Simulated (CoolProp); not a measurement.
Computed with CoolProp (reference Helmholtz-energy equation of state, Akasaka 2023).

### Question
For R1224YDZ, give the phase and the cv (kJ/(kg K)), Joule-Thomson coefficient (K/MPa) at 172.35 °C and 13300 kPa; 158.75 °C and 11.5 kPa.

### Answer
- 172.35 °C and 13300 kPa: supercritical; cv 0.990, Joule-Thomson coefficient 0.377
- 158.75 °C and 11.5 kPa: gas; cv 0.909, Joule-Thomson coefficient 8.76
